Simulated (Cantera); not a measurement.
# Hydrocarbon pyrolysis for carbon deposition

A perfectly stirred reactor is fed with 5.88 % C₂H₄, 94.1 % H₂, at 32.0 Pa; it is held at 1748 K, and followed from long to short residence time.

Model: GRI-Mech 3.0 (53 species, 325 reactions), integrated in Cantera. GRI-Mech 3.0 was tuned for natural gas; its chemistry of ethylene as a main component is partial and can be far from experiment. GRI-Mech 3.0 stops at C3 and has no aromatics, soot or wall deposition, so with more carbon than oxygen in the feed, carbon stays in small species such as C2H2 where larger ones or solid carbon would form. Radical loss at walls, strong at low pressure, is not modelled.

| τ (s) | x C₂H₄ | x H₂ | x C₂H | x CH₄ | x C₂H₆ | x CH₃ | x C₂H₂ |
|---|---|---|---|---|---|---|---|
| 4.0 | 0.00536 | 0.944 | 5.20e-8 | 4.17e-6 | 6.72e-10 | 1.43e-8 | 0.0505 |
| 1.4 | 0.0148 | 0.944 | 2.41e-8 | 2.44e-6 | 1.75e-9 | 7.11e-9 | 0.0416 |
| 0.50 | 0.0300 | 0.943 | 9.09e-9 | 1.14e-6 | 3.39e-9 | 5.01e-9 | 0.0273 |
| 0.18 | 0.0445 | 0.942 | 2.23e-9 | 3.72e-7 | 4.73e-9 | 3.77e-9 | 0.0135 |
| 0.062 | 0.0532 | 0.941 | 3.41e-10 | 8.95e-8 | 5.00e-9 | 2.58e-9 | 0.00532 |
| 0.022 | 0.0567 | 0.941 | 4.62e-11 | 1.98e-8 | 4.10e-9 | 1.62e-9 | 0.00197 |
| 0.0078 | 0.0581 | 0.941 | 5.93e-12 | 3.38e-9 | 2.49e-9 | 7.86e-10 | 0.000711 |
| 0.0027 | 0.0586 | 0.941 | <1e-12 | 3.47e-10 | 1.04e-9 | 2.32e-10 | 0.000248 |
| 0.00097 | 0.0587 | 0.941 | <1e-12 | 2.22e-11 | 3.14e-10 | 4.05e-11 | 8.91e-5 |
x: mole fraction; the columns are a selection and need not sum to one.
